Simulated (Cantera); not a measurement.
Cantera run, input and output.

```python
import numpy as np
import cantera as ct

gas = ct.Solution("gri30.yaml")
gas.TPX = 1425, 49000, {'CO': 0.013, 'O2': 0.003, 'H2O': 0.0025, 'N2': 1}
reactor = ct.IdealGasConstPressureReactor(gas, energy="off", clone=False)
net = ct.ReactorNet([reactor])
net.rtol, net.atol = 1e-08, 1e-18
show = ['CO', 'O2', 'H2O', 'H', 'OH', 'NO2', 'H2']
times = np.geomspace(0.0003, 50, 14)

steps = ct.SolutionArray(gas, extra=["t"])
rows = []
print(f"{'t/s':>10s}{'T/K':>9s}{'P/Pa':>11s}" + "".join(f"{s:>11s}" for s in show))
for t in times:
    while net.time < t:
        t_next = net.step()
        steps.append(gas.state, t=t_next)
    rows.append([np.interp(t, steps.t, y) for y in (steps.T, steps.P, *steps(*show).X.T)])
    print(f"{t:10.3e}{rows[-1][0]:9.1f}{rows[-1][1]:11.4g}" + "".join(f"{x:11.3e}" for x in rows[-1][2:]))
rate = np.gradient(steps.T, steps.t)
print("integrator steps:", len(steps.t))
if steps.T.max() > steps.T[0] + 200:
    print(f"time of steepest temperature rise: {steps.t[rate.argmax()]:.4e} s")
gas.TPX = 1425, 49000, {'CO': 0.013, 'O2': 0.003, 'H2O': 0.0025, 'N2': 1}
gas.equilibrate("TP")
print(f"equilibrium (TP): T = {gas.T:.1f} K  " + "  ".join(f"{s} {gas[s].X[0]:.3e}" for s in show))
```

Result:

```
       t/s      T/K       P/Pa         CO         O2        H2O          H         OH        NO2         H2
 3.000e-04   1425.0    4.9e+04  1.276e-02  2.946e-03  2.455e-03  6.421e-10  4.995e-10  2.436e-22  4.937e-11
 7.565e-04   1425.0    4.9e+04  1.276e-02  2.945e-03  2.455e-03  4.920e-09  2.713e-09  8.380e-21  9.497e-10
 1.908e-03   1425.0    4.9e+04  1.276e-02  2.945e-03  2.455e-03  7.458e-08  3.699e-08  1.762e-18  2.700e-08
 4.810e-03   1425.0    4.9e+04  1.266e-02  2.877e-03  2.428e-03  2.422e-05  1.045e-05  6.203e-14  9.639e-06
 1.213e-02   1425.0    4.9e+04  7.017e-03  5.099e-04  1.030e-03  1.920e-03  9.966e-05  6.090e-11  4.166e-04
 3.059e-02   1425.0    4.9e+04  6.148e-03  9.227e-05  1.404e-03  9.285e-04  5.065e-05  4.649e-11  5.667e-04
 7.713e-02   1425.0    4.9e+04  6.107e-03  1.032e-05  1.625e-03  3.383e-04  1.833e-05  1.551e-11  6.578e-04
 1.945e-01   1425.0    4.9e+04  6.149e-03  1.150e-06  1.704e-03  1.177e-04  6.308e-06  5.069e-12  6.959e-04
 4.904e-01   1425.0    4.9e+04  6.169e-03  1.406e-07  1.731e-03  4.168e-05  2.224e-06  1.773e-12  7.093e-04
 1.237e+00   1425.0    4.9e+04  6.176e-03  1.718e-08  1.740e-03  1.457e-05  7.765e-07  6.475e-13  7.141e-04
 3.118e+00   1425.0    4.9e+04  6.179e-03  1.988e-09  1.744e-03  4.929e-06  2.625e-07  2.615e-13  7.157e-04
 7.863e+00   1425.0    4.9e+04  6.180e-03  2.460e-10  1.745e-03  1.723e-06  9.175e-08  1.354e-13  7.161e-04
 1.983e+01   1425.0    4.9e+04  6.180e-03  4.424e-11  1.745e-03  7.298e-07  3.887e-08  9.146e-14  7.162e-04
 5.000e+01   1425.0    4.9e+04  6.179e-03  1.628e-11  1.745e-03  4.450e-07  2.370e-08  6.970e-14  7.162e-04
integrator steps: 2032
equilibrium (TP): T = 1425.0 K  CO 6.177e-03  O2 5.332e-12  H2O 1.746e-03  H 2.625e-07  OH 1.399e-08  NO2 1.128e-16  H2 7.159e-04
```

Model: GRI-Mech 3.0 (53 species, 325 reactions), integrated in Cantera.
